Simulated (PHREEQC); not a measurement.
Consider water at 90 °C with 12 mmol/kgw HF, 61 mmol/kgw (CH3)4NF and 0.41 mmol/kgw H2SO4. Closed to the air; pH follows from the charge balance.

All values are PHREEQC results (ion-association model, wateq4f.dat), not measurements.

```tsv
quantity	before	after
pH	4.37	4.24
ionic strength (mol/kgw)	0.0615	0.0615
F- (mol/kgw)	0.0578	0.0577
HF (mol/kgw)	0.0102	0.0101
HF2- (mol/kgw)	0.00248	0.00257
H2F2 (mol/kgw)	2.06e-5	3.80e-5
```

Task: Name the change that produced these shifts.
(A) temperature from 90 to 55 °C
(B) diluted 10-fold with water
(C) temperature from 90 to 75 °C
(D) HF left out
(E) H2SO4 left out

Result: C, temperature from 90 to 75 °C

No solid was allowed to form. (CH3)4N+ isn't in the database: it is added as a free cation with an ion size of 4 Å. Away from 25 °C the constants follow the database's enthalpies or fits; those with neither stay at their 25 °C values.
